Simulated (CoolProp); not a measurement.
Vapour-liquid equilibrium of CH2F2 (R32) (1) + R1234yf (2) at 4.93 bar; x and y are mole fractions of (1).

The numbers come from the multi-fluid Helmholtz-energy mixture model, Tillner-Roth 1997 and Lemmon 2022; pair parameters Bell 2023 in CoolProp.

| x | bubble temperature, mixture model (K) | bubble temperature, Raoult's law (K) | y, mixture model | y, Raoult's law |
|---|---|---|---|---|
| 0.05 | 283.4 | 284.6 | 0.135 | 0.117 |
| 0.15 | 277.3 | 280.3 | 0.346 | 0.310 |
| 0.25 | 272.6 | 276.6 | 0.494 | 0.460 |
| 0.35 | 268.9 | 273.3 | ? | 0.581 |
| 0.45 | ? | 270.4 | 0.679 | 0.679 |
| 0.55 | 264.0 | 267.8 | 0.742 | 0.761 |
| 0.65 | 262.3 | 265.4 | 0.797 | 0.829 |
| 0.75 | ? | 263.2 | 0.848 | 0.887 |
| 0.85 | 259.7 | 261.2 | 0.901 | 0.937 |
| 0.95 | 258.8 | 259.3 | ? | 0.981 |

Problem. What belongs in the gaps?

Solution. 
- 0.35, y, mixture model: 0.600
- 0.45, bubble temperature, mixture model (K): 266.1
- 0.75, bubble temperature, mixture model (K): 260.9
- 0.95, y, mixture model: 0.963

The largest gap from Raoult's law is -4.4 K in bubble temperature, at x = 0.35. No azeotrope shows between x = 0.05 and 0.95.

The pair parameters rest on a limited set of measurements; away from them the model extrapolates.
